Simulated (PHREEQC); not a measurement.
Solution (35 °C): 130 mmol/kgw NH4HF2 and 0.053 mmol/kgw K2SO4. Closed to the air; pH follows from the charge balance.

Computed with PHREEQC (ion-association model, phreeqc.dat).

This is a speciation only: nothing precipitates in the calculation.

Q: Predict the pH, activity of water, density.

A: pH 3.12; activity of water 0.994; density 0.997 g/cm³.

Q: In which forms is S present?

A: SO4-2 64 %, NH4SO4- 34 %, HSO4- 2.6 % of the S.

Species that the database lacks are ignored.
